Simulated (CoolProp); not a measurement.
Cyclopentane along the isotherm 550 K: Z from the reference equation and from simpler models built on Tc = 511.7 K, pc = 4583 kPa, ω = 0.202; each cubic takes its own stable root.

The numbers come from the reference Helmholtz-energy equation of state, Gedanitz 2015 in CoolProp.

```tsv
p (kPa)	phase	reference	Redlich-Kwong	Soave-Redlich-Kwong	Peng-Robinson
2080	gas	0.8641	0.8644	0.8691	0.8540
4170	gas	0.6975	0.6954	0.7100	[?]
6250	supercritical	0.4746	0.4598	0.5040	0.4747
8330	supercritical	0.3578	0.3921	0.4164	0.3848
10400	supercritical	0.3828	[?]	0.4404	0.4028
12500	supercritical	0.4284	0.4691	0.4825	0.4391
14600	supercritical	0.4781	0.5172	0.5290	0.4802
16700	supercritical	0.5289	0.5660	0.5770	0.5228
18700	supercritical	0.5776	0.6126	0.6230	0.5639
20800	supercritical	0.6285	0.6613	0.6713	0.6070
22900	supercritical	0.6791	[?]	0.7193	0.6500
```

Question: Complete the blanks.

Answer: 
- 4170, Peng-Robinson: 0.6830
- 10400, Redlich-Kwong: 0.4241
- 22900, Redlich-Kwong: 0.7096
